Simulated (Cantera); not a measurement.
## Equilibrium for nitride etching: Si3N4 + H2

Feed: 1 mol Si3N4, 3.4 mol H2, at 2.90 mbar.

These are equilibrium values from Cantera (NASA tables, ideal gas, pure condensed phases), not measurements of a reactor. Candidate condensed phases: Si, Si3N4; 18 gas species. Mutual solubility and eutectic melting of coexisting phases are not modelled. The tables' values for SiN are old estimates; treat these amounts as uncertain. Gases not in the tables: Si2H6 and higher silanes. Rates play no part.

From 1277 °C to 1402 °C the condensed part is Si(s) + Si3N4(s). From 1427 °C to 1577 °C the condensed part is Si(l). The main Si-bearing gas is Si throughout.

```tsv
T (°C)	log p H2	log p N2	log p H	log p Si	n Si(s)	n Si3N4(s)	n Si(l)
1277	-2.56	-3.91	-5.78	-7.48	0.225	0.925	0
1302	-2.57	-3.71	-5.67	-7.24	0.364	0.879	0
1327	-2.59	-3.52	-5.56	-7.01	0.587	0.804	0
1352	-2.61	-3.34	-5.46	-6.79	0.955	0.682	0
1377	-2.66	-3.16	-5.37	-6.57	1.59	0.469	0
1402	-2.73	-2.99	-5.30	-6.36	2.80	0.0662	0
1427	-2.74	-2.97	-5.20	-6.17	0	0	3.00
1452	-2.74	-2.97	-5.10	-5.99	0	0	3.00
1477	-2.74	-2.97	-5.00	-5.82	0	0	3.00
1502	-2.74	-2.97	-4.91	-5.66	0	0	3.00
1527	-2.74	-2.97	-4.82	-5.50	0	0	2.99
1552	-2.74	-2.97	-4.73	-5.34	0	0	2.99
1577	-2.74	-2.97	-4.64	-5.19	0	0	2.99
```
log p: log10 of the partial pressure in bar; n: condensed amount in mol.
